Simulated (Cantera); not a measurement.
Input (Python, Cantera) and output of one run.

```python
import numpy as np
import cantera as ct

gas_names = """
    H O
""".split()
cond_names = """
    Fe2O3(s) Fe(OH)3(s)
""".split()


def load(file, names, dense=False):
    # The tables refer to 1 bar. Condensed volumes are neglected.
    table = {s.name: s for s in ct.Species.list_from_file(file)}
    out = []
    for n in names:
        d = dict(table[n].input_data)
        d["thermo"] = dict(d["thermo"], **{"reference-pressure": 1e5})
        if dense:
            d["equation-of-state"] = {"model": "constant-volume", "density": "1e6 g/cm^3"}
        out.append(ct.Species.from_dict(d))
    return out


species = {s.name: s for s in load("nasa_gas.yaml", gas_names) + load("nasa_condensed.yaml", cond_names)}
# Each term lists the table entries of one substance; the one whose range holds T is used.
reactions = {
    '6 H(g) + 3 O(g) + Fe2O3 = 2 Fe(OH)3':
        [(-6, ['H']), (-3, ['O']), (-1, ['Fe2O3(s)']), (2, ['Fe(OH)3(s)'])],
}


def pick(names, T):
    return next(species[n] for n in names if species[n].thermo.min_temp <= T <= species[n].thermo.max_temp)


results = []
for label, terms in reactions.items():
    print(label)
    print("     T/K   dH/kJ  dS/(J/K)   dG/kJ   log10 K")
    for T in [900, 925, 950, 975, 1000, 1025]:
        used = [(nu, pick(names, T)) for nu, names in terms]
        dH = sum(nu * s.thermo.h(T) for nu, s in used) / 1e6
        dS = sum(nu * s.thermo.s(T) for nu, s in used) / 1e3
        dG = dH - T * dS / 1e3
        logK = -dG * 1e6 / (ct.gas_constant * T * np.log(10))
        results.append((label, T, dH, dS, dG, logK, [s.name for _, s in used]))
        print(f"{T:8g} {dH:8.1f} {dS:8.1f} {dG:8.1f} {logK:8.2f}")
```

It prints:

```
6 H(g) + 3 O(g) + Fe2O3 = 2 Fe(OH)3
     T/K   dH/kJ  dS/(J/K)   dG/kJ   log10 K
     900  -2928.2  -1115.6  -1924.1   111.67
     925  -2928.9  -1116.4  -1896.2   107.08
     950  -2929.5  -1117.0  -1868.3   102.73
     975  -2930.0  -1117.5  -1840.4    98.60
    1000  -2930.3  -1117.9  -1812.4    94.67
    1025  -2930.5  -1118.0  -1784.5    90.94
```

Standard-state values (1 bar) from the NASA 1993 polynomials, evaluated with Cantera. Condensed species are held in their standard states even where they would react or evaporate.
